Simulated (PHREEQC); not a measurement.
Dissolve 20 mmol/kgw HF, 10 mmol/kgw NH4F and 5.8 mmol/kgw H2SiF6 at 25 °C. Closed to the air; pH follows from the charge balance.

Equilibrium calculation in PHREEQC: ion-association model, wateq4f.dat.

This is a speciation only: nothing precipitates in the calculation.

Q: Order these F species by the share of F that they hold, largest first: H2F2, HF2-, SiF6-2, HF, F-.

A: SiF6-2 (54 %), HF (35 %), F- (5.6 %), H2F2 (4.3 %), HF2- (0.99 %)

The pH is 2.31 and the ionic strength 0.0214 mol/kgw. SiF6-2 is the database's only silicon fluoride.
